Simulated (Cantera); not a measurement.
Input (Python, Cantera):

```python
import numpy as np
import cantera as ct

gas = ct.Solution("gri30.yaml")


def delay(T, t_max=10):
    gas.TPX = T, 2400000, {'C3H8': 1, 'O2': 11.1, 'N2': 57.8, 'H2O': 2.8}
    reactor = ct.IdealGasReactor(gas, clone=False)
    net = ct.ReactorNet([reactor])
    net.rtol, net.atol = 1e-8, 1e-16
    while net.time < t_max:
        t_old, T_old = net.time, reactor.T
        net.step()
        if reactor.T > T + 400:  # ignition: a rise of 400 K
            return t_old + (T + 400 - T_old) / (reactor.T - T_old) * (net.time - t_old)
    return np.nan


taus = []
for T in [1000, 1100, 1200, 1300, 1400, 1500, 1600, 1700, 1800]:
    taus.append(delay(T))
    print(f"T0 = {T:6g} K   tau = {taus[-1]:.4e} s")
```

Result:

```
T0 =   1000 K   tau = 3.1377e-02 s
T0 =   1100 K   tau = 4.8276e-03 s
T0 =   1200 K   tau = 8.7873e-04 s
T0 =   1300 K   tau = 1.8397e-04 s
T0 =   1400 K   tau = 4.6116e-05 s
T0 =   1500 K   tau = 1.4343e-05 s
T0 =   1600 K   tau = 5.5241e-06 s
T0 =   1700 K   tau = 2.5715e-06 s
T0 =   1800 K   tau = 1.4050e-06 s
```

Cantera simulation using GRI-Mech 3.0 (53 species, 325 reactions); the numbers are that mechanism's predictions, not measurements. GRI-Mech 3.0 was tuned for natural gas; its chemistry of propane as a main component is partial and can be far from experiment. The pressure lies above the range GRI-Mech 3.0 was tuned for (to about 10 atm).
